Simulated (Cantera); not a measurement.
Gas mixture: 100 % NO, at 0.000740 atm, frozen composition.

Cantera's kinetic-theory transport with the Lennard-Jones parameters of GRI-Mech 3.0, ideal gas; thermal conductivity in the multicomponent form. The composition is frozen, though it would react at the higher temperatures.

One state of this run: ρ (kg/m³) = 0.000235; cp (J/kg/K) = 1153; μ (µPa s) = 47.0; λ (mW/m/K) = 76.7; Pr = 0.707; D (cm²/s) H2O = 3540; D (cm²/s) O = 4200; D (cm²/s) NH3 = 3330. D: mixture-averaged diffusion coefficient of that species in the mixture.

Which value of T (K) does it belong to?
A. 1150
B. 850
C. 400
D. 1000

A, 1150
